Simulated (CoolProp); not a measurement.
Computed with CoolProp (reference Helmholtz-energy equation of state, Lemmon 2006). It is a short technical equation, of lower accuracy than the large ones.

Q: Give the vapour pressure (kPa), liquid density (kg/m³), enthalpy of vaporisation (kJ/kg), liquid cp (kJ/(kg K)) of saturated carbonyl sulfide at 305.8, 320.7, 350.6 K.

A: 
| T (K) | p (kPa) | liquid density (kg/m³) | enthalpy of vaporisation (kJ/kg) | liquid cp (kJ/(kg K)) |
|---|---|---|---|---|
| 305.8 | 1540 | 967 | 236 | 1.41 |
| 320.7 | 2160 | 919 | 217 | 1.51 |
| 350.6 | 3890 | 795 | 163 | 2.00 |
